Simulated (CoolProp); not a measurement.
The fluid at 298.15 K and 0.102 MPa is compressed adiabatically to 0.47 MPa with isentropic efficiency 1. The same conditions are run with several fluids, on thermodynamics alone (safety and materials aside).

Model: reference Helmholtz-energy equation of state of each fluid (vinyl chloride: Thol 2022; R410A: Lemmon 2003; trans-2-butene: Lemmon 2005; dimethyl ether: Wu 2011; oxygen: Schmidt 1985), in CoolProp. Blends and air are pseudo-pure fits.

| fluid | work (kJ/kg) | final temperature (K) | final density (kg/m³) |
|---|---|---|---|
| vinyl chloride | 66.2 | 374.1 | 9.86 |
| R410A | 57.0 | 367.6 | 11.5 |
| trans-2-butene | 68.8 | 346.4 | 10.1 |
| dimethyl ether | 87.9 | (withheld) | 7.58 |
| oxygen | (withheld) | 456.2 | (withheld) |

**Question.** Some entries are withheld; supply them.

**Answer.** 
- dimethyl ether, final temperature (K): 360.1
- oxygen, work (kJ/kg): 148
- oxygen, final density (kg/m³): 3.96

Above 300 K oxygen's equation is extrapolated.
